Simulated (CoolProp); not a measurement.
CHF3 (R23) along the isotherm 60.35 °C: density (kg/m³) from the reference equation and from simpler models built on Tc = 26.1 °C, pc = 4.832 MPa, ω = 0.263; each cubic takes its own stable root.

Values from CoolProp's reference Helmholtz-energy equation of state, Penoncello 2003.

```json
[
 {"p (MPa)": "0.0764", "phase": "gas", "reference": "1.937"},
 {"p (MPa)": "0.123", "phase": "gas", "reference": "3.126"},
 {"p (MPa)": "0.199", "phase": "gas", "reference": "5.077"},
 {"p (MPa)": "0.322", "phase": "gas", "reference": "8.268"},
 {"p (MPa)": "0.52", "phase": "gas", "reference": "13.50"},
 {"p (MPa)": "0.841", "phase": "gas", "reference": "22.22"},
 {"p (MPa)": "1.36", "phase": "gas", "reference": "37.02"},
 {"p (MPa)": "2.19", "phase": "gas", "reference": "62.80"},
 {"p (MPa)": "3.55", "phase": "gas", "reference": "112.3"},
 {"p (MPa)": "5.73", "phase": "supercritical", "reference": "222.7"},
 {"p (MPa)": "9.26", "phase": "supercritical", "reference": "549.7"},
 {"p (MPa)": "15", "phase": "supercritical", "reference": "825.3"},
 {"p (MPa)": "24.2", "phase": "supercritical", "reference": "969.3"}
]
```

Task: How far does each simpler model (ideal gas, van der Waals, Redlich-Kwong, Soave-Redlich-Kwong, Peng-Robinson) lie from the reference over these 13 states: mean and median of the absolute difference, and the worst?

Result: 
- ideal gas: mean 18.0 %, median 7.2 %, worst -57.5 % at 60.35 °C and 9.26 MPa
- van der Waals: mean 5.1 %, median 0.5 %, worst -27.5 % at 60.35 °C and 24.2 MPa
- Redlich-Kwong: mean 2.5 %, median 0.0 %, worst -13.0 % at 60.35 °C and 15 MPa
- Soave-Redlich-Kwong: mean 4.3 %, median 0.5 %, worst -17.4 % at 60.35 °C and 15 MPa
- Peng-Robinson: mean 2.2 %, median 0.3 %, worst -10.2 % at 60.35 °C and 9.26 MPa
